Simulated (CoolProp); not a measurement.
R113 along the isobar 122 bar: fugacity coefficient from the reference equation and from simpler models built on Tc = 487.2 K, pc = 33.92 bar, ω = 0.253; each cubic takes its own stable root.

The numbers come from the reference Helmholtz-energy equation of state, Marx 1992 in CoolProp.

```json
[
 {"T (K)": "289.3", "phase": "liquid", "reference": "0.004556"},
 {"T (K)": "304.7", "phase": "liquid", "reference": "0.008168"},
 {"T (K)": "320.1", "phase": "liquid", "reference": "0.01365"},
 {"T (K)": "335.5", "phase": "liquid", "reference": "0.02149"},
 {"T (K)": "350.9", "phase": "liquid", "reference": "0.03216"},
 {"T (K)": "366.4", "phase": "liquid", "reference": "0.04613"},
 {"T (K)": "381.8", "phase": "liquid", "reference": "0.06353"},
 {"T (K)": "397.2", "phase": "liquid", "reference": "0.08462"},
 {"T (K)": "412.6", "phase": "liquid", "reference": "0.1094"},
 {"T (K)": "428", "phase": "liquid", "reference": "0.1379"}
]
```

Question: How far does each simpler model (van der Waals, Redlich-Kwong, Soave-Redlich-Kwong, Peng-Robinson) lie from the reference over these 10 states: mean and median of the absolute difference, and the worst?

Answer: 
- van der Waals: mean 357.7 %, median 240.0 %, worst +1056.9 % at 289.3 K and 122 bar
- Redlich-Kwong: mean 55.4 %, median 49.7 %, worst +108.5 % at 289.3 K and 122 bar
- Soave-Redlich-Kwong: mean 4.4 %, median 4.3 %, worst +5.5 % at 428 K and 122 bar
- Peng-Robinson: mean 2.7 %, median 3.0 %, worst -3.3 % at 366.4 K and 122 bar
